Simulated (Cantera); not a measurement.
Input (Python, Cantera):

```python
import numpy as np
import cantera as ct

surf = ct.Interface("diamond.yaml", "diamond_100")
gas, bulk = surf.adjacent["gas"], surf.adjacent["diamond"]
k = surf.kinetics_species_index(bulk.species_names[0])
cover = ["c6HH", "c6H*", "c6*H", "c6**", "c6HM", "c6B"]

rows, drift = [], 0.0
print(f"{'T':>10s}{'um/h':>11s}" + "".join(f"{s:>11s}" for s in cover))
for v in [950, 1025, 1100, 1175, 1250, 1325, 1400]:
    T, P, xH, xCH3 = v, 10000, 0.00067, 9.1e-05
    gas.TPX = T, P, {"H": xH, "CH3": xCH3, "CH4": 0.0097, "H2": 1 - xH - xCH3 - 0.0097}
    surf.TP = bulk.TP = T, P
    surf.coverages = "c6H*:0.1, c6HH:0.9"
    surf.advance_coverages(100.0)
    before = surf.coverages
    surf.advance_coverages(100.0)
    drift = max(drift, np.max(np.abs(surf.coverages - before) / (surf.coverages + 1e-9)))
    rate = surf.net_production_rates[k] * bulk.mean_molecular_weight / bulk.density * 3.6e9
    rows.append([rate, *surf[cover].coverages])
    print(f"{v:10.4g}{rate:11.4e}" + "".join(f"{x:11.3e}" for x in rows[-1][1:]))
```

Result:

```
         T       um/h       c6HH       c6H*       c6*H       c6**       c6HM        c6B
       950 3.1576e+00  5.825e-01  1.262e-02  2.995e-01  5.432e-03  7.663e-02  8.568e-09
      1025 3.7609e+00  5.446e-01  1.894e-02  3.617e-01  9.145e-03  4.653e-02  1.021e-08
      1100 2.7534e+00  5.136e-01  2.639e-02  4.180e-01  1.371e-02  1.830e-02  7.471e-09
      1175 1.3878e+00  4.830e-01  3.394e-02  4.566e-01  1.816e-02  4.466e-03  3.766e-09
      1250 8.6427e-01  4.580e-01  4.092e-02  4.767e-01  2.168e-02  9.340e-04  2.345e-09
      1325 7.0712e-01  4.439e-01  4.716e-02  4.836e-01  2.400e-02  1.987e-04  1.919e-09
      1400 4.5692e-01  4.408e-01  5.254e-02  4.808e-01  2.513e-02  4.411e-05  1.240e-09
```

Cantera simulation using the Harris–Goodwin 1993 mechanism for the reconstructed diamond (100) surface; the numbers are that mechanism's predictions, not measurements.
